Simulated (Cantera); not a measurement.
Cantera run:

```python
import numpy as np
import cantera as ct

gas_names = """
    H HI HO2 H2 H2O H2O2 I I2 Mg MgH MgI MgI2 MgO MgOH MgO2H2 Mg2 O OH O2 O3
""".split()
cond_names = """
    H2O(s) H2O(L) I2(cr) I2(L) Mg(cr) Mg(L) MgI2(s) MgI2(L) MgO(s) MgO(L) MgO2H2(s)
""".split()


def load(file, names, dense=False):
    # The tables refer to 1 bar. Condensed volumes are neglected.
    table = {s.name: s for s in ct.Species.list_from_file(file)}
    out = []
    for n in names:
        d = dict(table[n].input_data)
        d["thermo"] = dict(d["thermo"], **{"reference-pressure": 1e5})
        if dense:
            d["equation-of-state"] = {"model": "constant-volume", "density": "1e6 g/cm^3"}
        out.append(ct.Species.from_dict(d))
    return out


gas = ct.Solution(thermo="ideal-gas", species=load("nasa_gas.yaml", gas_names))
cond = {s.name: ct.Solution(thermo="fixed-stoichiometry", species=[s], name=s.name)
        for s in load("nasa_condensed.yaml", cond_names, dense=True)}
atoms = {
    'MgO': {'Mg': 1, 'O': 1},
    'HI': {'H': 1, 'I': 1},
    'O2': {'O': 2},
}
top_T = {}  # K; cautious upper limits of use, not melting points


def equilibrate(T, P, feed):
    n = {}
    for name, mol in feed.items():
        for a, k in atoms[name].items():
            n[a] = n.get(a, 0.0) + k * mol
    gas.TPX = T, P, n
    mass = sum(n.values()) * gas.mean_molecular_weight
    gas.equilibrate("TP")
    valid = [c for c in cond.values() if c.min_temp <= T <= top_T.get(c.name, c.max_temp)]
    mix = ct.Mixture([(gas, mass / gas.mean_molecular_weight)] + [(c, 0.0) for c in valid])
    mix.T, mix.P = T, P
    mix.equilibrate("TP", solver="vcs", rtol=1e-11, max_steps=5000)
    return mix


results = []
T = 1273.15  # K
P = 39000  # Pa
for m in [0.029, 0.043, 0.064, 0.095, 0.14, 0.21, 0.31, 0.46, 0.68, 1, 1.5]:
    feed = {'MgO': 1, 'HI': m, 'O2': 1.1}  # mol
    mix = equilibrate(T, P, feed)
    results.append((T, P, feed, dict(zip(mix.species_names, mix.species_moles))))

top = {s: max(r[3][s] / sum(r[3][g] for g in gas_names) for r in results) for s in gas_names}
cols = sorted((s for s in top if top[s] > 1e-05), key=lambda s: -top[s])[:8]
seen = [c for c in cond_names if any(r[3].get(c, 0) > 1e-12 for r in results)]
print("log10 of partial pressures in bar; condensed amounts in mol")
print(f"{'n(HI)':>10s}" + "".join(f"{s[:9]:>10s}" for s in cols + seen))
for T, P, feed, n in results:
    ng = sum(n[g] for g in gas_names)
    print(f"{feed['HI']:10.4g}" + "".join(f"{np.log10(max(n[s] / ng * P / 1e5, 1e-99)):10.3f}" for s in cols)
          + "".join(f"{n.get(c, 0):10.4g}" for c in seen))
```

Result:

```
log10 of partial pressures in bar; condensed amounts in mol
     n(HI)        O2       H2O         I        I2        HI        OH    MgO(s)
     0.029    -0.425    -2.303    -2.046    -3.311    -5.683    -5.705         1
     0.043    -0.433    -2.138    -1.898    -3.015    -5.450    -5.624         1
     0.064    -0.444    -1.974    -1.756    -2.730    -5.223    -5.545         1
     0.095    -0.459    -1.815    -1.623    -2.465    -5.007    -5.469         1
      0.14    -0.480    -1.663    -1.502    -2.222    -4.805    -5.399         1
      0.21    -0.512    -1.511    -1.386    -1.989    -4.604    -5.331         1
      0.31    -0.554    -1.373    -1.284    -1.787    -4.424    -5.273         1
      0.46    -0.613    -1.245    -1.193    -1.604    -4.253    -5.223         1
      0.68    -0.692    -1.130    -1.114    -1.446    -4.097    -5.185         1
         1    -0.800    -1.030    -1.048    -1.314    -3.955    -5.163         1
       1.5    -0.957    -0.942    -0.991    -1.200    -3.814    -5.158         1
```

These are equilibrium values from Cantera (NASA tables, ideal gas, pure condensed phases), not measurements of a reactor.
